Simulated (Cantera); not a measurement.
A freely propagating, adiabatic, planar premixed flame of 23.0 % H₂, 16.2 % O₂, 60.9 % N₂, equivalence ratio 0.71, unburnt at 400 K and 75.0 Torr; mixture-averaged transport, grid criteria slope 0.08 and curve 0.16, no radiation.

Computed with Cantera and the H2/O2 subset of GRI-Mech 3.0, which has no nitrogen chemistry. Burning velocities carry a grid error of a few per cent, more on coarse grids.

x: mole fraction of selected species; z is measured from the peak of heat release.

```json
[
 {"z (mm)": "-23.8", "T (K)": "400", "u (m/s)": "2.20", "x H₂": "0.230", "x O₂": "0.162", "x OH": "<1e-8", "x O": "<1e-8", "x H₂O": "<1e-8", "x H₂O₂": "<1e-8"},
 {"z (mm)": "-15.9", "T (K)": "400", "u (m/s)": "2.20", "x H₂": "0.230", "x O₂": "0.162", "x OH": "<1e-8", "x O": "<1e-8", "x H₂O": "<1e-8", "x H₂O₂": "<1e-8"},
 {"z (mm)": "-11.9", "T (K)": "400", "u (m/s)": "2.20", "x H₂": "0.230", "x O₂": "0.162", "x OH": "<1e-8", "x O": "<1e-8", "x H₂O": "<1e-8", "x H₂O₂": "<1e-8"},
 {"z (mm)": "-7.94", "T (K)": "400", "u (m/s)": "2.20", "x H₂": "0.230", "x O₂": "0.162", "x OH": "<1e-8", "x O": "<1e-8", "x H₂O": "<1e-8", "x H₂O₂": "<1e-8"},
 {"z (mm)": "-3.97", "T (K)": "407", "u (m/s)": "2.23", "x H₂": "0.227", "x O₂": "0.162", "x OH": "1.66e-5", "x O": "1.76e-6", "x H₂O": "0.000245", "x H₂O₂": "3.26e-6"},
 {"z (mm)": "-1.98", "T (K)": "___", "u (m/s)": "3.26", "x H₂": "0.195", "x O₂": "0.158", "x OH": "0.000506", "x O": "0.000113", "x H₂O": "0.0167", "x H₂O₂": "9.33e-6"},
 {"z (mm)": "0", "T (K)": "___", "u (m/s)": "5.28", "x H₂": "0.0948", "x O₂": "0.121", "x OH": "0.00201", "x O": "0.00514", "x H₂O": "0.0998", "x H₂O₂": "6.07e-7"},
 {"z (mm)": "1.98", "T (K)": "___", "u (m/s)": "6.59", "x H₂": "0.0283", "x O₂": "0.0734", "x OH": "0.00589", "x O": "0.0131", "x H₂O": "0.181", "x H₂O₂": "8.79e-7"},
 {"z (mm)": "3.97", "T (K)": "___", "u (m/s)": "7.17", "x H₂": "0.0215", "x O₂": "0.0650", "x OH": "0.00792", "x O": "0.0143", "x H₂O": "0.196", "x H₂O₂": "7.16e-7"},
 {"z (mm)": "7.94", "T (K)": "___", "u (m/s)": "7.79", "x H₂": "0.0205", "x O₂": "0.0615", "x OH": "0.0101", "x O": "0.0132", "x H₂O": "0.204", "x H₂O₂": "4.37e-7"},
 {"z (mm)": "15.9", "T (K)": "1672", "u (m/s)": "8.41", "x H₂": "0.0184", "x O₂": "0.0585", "x OH": "0.0119", "x O": "0.0111", "x H₂O": "0.214", "x H₂O₂": "2.27e-7"},
 {"z (mm)": "31.7", "T (K)": "1801", "u (m/s)": "8.98", "x H₂": "0.0148", "x O₂": "0.0560", "x OH": "0.0126", "x O": "0.00835", "x H₂O": "0.224", "x H₂O₂": "1.20e-7"},
 {"z (mm)": "63.5", "T (K)": "1914", "u (m/s)": "9.46", "x H₂": "0.0104", "x O₂": "0.0541", "x OH": "0.0121", "x O": "0.00551", "x H₂O": "0.234", "x H₂O₂": "6.97e-8"}
]
```

**Question.** Some entries are withheld; supply them.

**Answer.** 
- -1.98, T (K): 609
- 0, T (K): 1015
- 1.98, T (K): 1279
- 3.97, T (K): 1401
- 7.94, T (K): 1534
